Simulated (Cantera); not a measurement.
An adiabatic, constant-pressure homogeneous reactor starts with H2 : O2 : N2 = 1 : 0.5 : 1.88 (molar parts), equivalence ratio 1.0, at 1273 K and 1.30 bar.

Computed with Cantera and the H2/O2 subset of GRI-Mech 3.0, which has no nitrogen chemistry.

Q: Predict: time of steepest temperature rise; temperature at 0.100 s; equilibrium temperature; x(H2) at 0.100 s; x(O2) at 0.100 s; x(H2O2) at 0.100 s; x(H2O) at 0.100 s; x(O) at 0.100 s; x(H) at 0.100 s; x(HO2) at 0.100 s.

A: 
```json
{
 "time_of_steepest_temperature_rise": "24.6 µs",
 "temperature at 0.100 s": "2808 K",
 "equilibrium_temperature": "2808 K",
 "x(H2) at 0.100 s": "0.0428 (gas-phase equilibrium 0.0428)",
 "x(O2) at 0.100 s": "0.0154 (gas-phase equilibrium 0.0154)",
 "x(H2O2) at 0.100 s": "4.82e-7 (gas-phase equilibrium 4.82e-7)",
 "x(H2O) at 0.100 s": "0.268 (gas-phase equilibrium 0.268)",
 "x(O) at 0.100 s": "0.00612 (gas-phase equilibrium 0.00612)",
 "x(H) at 0.100 s": "0.0154 (gas-phase equilibrium 0.0154)",
 "x(HO2) at 0.100 s": "7.18e-6 (gas-phase equilibrium 7.18e-6)"
}
```
